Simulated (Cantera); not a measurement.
Gas mixture: 100 % C3H8, at 40.0 Pa, frozen composition.

Cantera's kinetic-theory transport with the Lennard-Jones parameters of GRI-Mech 3.0, ideal gas; thermal conductivity in the mixture-averaged form. The composition is frozen, though it would react at the higher temperatures.

One state of this run: ρ (kg/m³) = 0.000184; cp (J/kg/K) = 4195; μ (µPa s) = 25.4; λ (mW/m/K) = 141; Pr = 0.753; D (cm²/s) OH = 4540; D (cm²/s) CH4 = 3450; D (cm²/s) H = 18300. D: mixture-averaged diffusion coefficient of that species in the mixture.

Task: Which value of T (K) does it belong to?
A. 400
B. 900
C. 1650
D. 1150

Result: D, 1150
